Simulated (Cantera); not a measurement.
Aluminium nitride and oxide growth: Al(CH₃)₃ + N₂O + N₂

Feed: 1 mol Al(CH₃)₃, 12 mol N₂O, 280 mol N₂, at 1875 °C and 12.0 Pa.

These are equilibrium values from Cantera (NASA tables, ideal gas, pure condensed phases), not measurements of a reactor. Candidate condensed phases: Al, AlN, Al₂O₃, C, C₆H₆, C₇H₈, C₈H₁₈, H₂O; 148 gas species. The feed counts by its element totals alone. Kinetics and transport are ignored.

```
Property                                   Result
--------------------------------------  ---------
x(N₂)                                       0.950
x(H)                                       0.0187
x(O)                                       0.0105
x(CO)                                     0.00844
x(O₂)                                     0.00357
x(H₂)                                     0.00241
x(H₂O)                                    0.00193
x(OH)                                     0.00192
x(NO)                                     0.00160
n(Al₂O₃(s))                             0.491 mol
gas amount                              307.3 mol
log10 activity of Al(l) (absent)            -7.21
log10 activity of C(graphite) (absent)     -10.07
```
